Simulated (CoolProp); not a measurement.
c-C4F8 (RC318) along the isobar 3.73 MPa: Z from the reference equation and from simpler models built on Tc = 115.2 °C, pc = 2.778 MPa, ω = 0.355; each cubic takes its own stable root.

Model: reference Helmholtz-energy equation of state, Platzer 1990, in CoolProp. This equation is an older, rougher fit; its heat capacities, sound speeds and derivatives of the liquid may be far off and weren't checked against measurements.

```csv
T (°C),phase,reference,van der Waals,Soave-Redlich-Kwong,Peng-Robinson
112.65,liquid,0.2246,0.3218,0.2627,0.2365
120.65,supercritical,0.2461,0.3335,0.2935,0.2671
128.65,supercritical,0.3050,0.3515,0.3569,0.3314
136.65,supercritical,0.4266,0.3815,0.4613,0.4338
144.65,supercritical,0.5197,0.4326,0.5440,0.5138
152.65,supercritical,0.5833,0.4967,0.6031,0.5717
160.65,supercritical,0.6312,0.5508,0.6488,0.6170
168.65,supercritical,0.6695,0.5930,0.6861,0.6542
176.65,supercritical,0.7013,0.6271,0.7175,0.6857
184.65,supercritical,0.7284,0.6555,0.7446,0.7130
192.65,supercritical,0.7520,0.6800,0.7683,0.7370
```
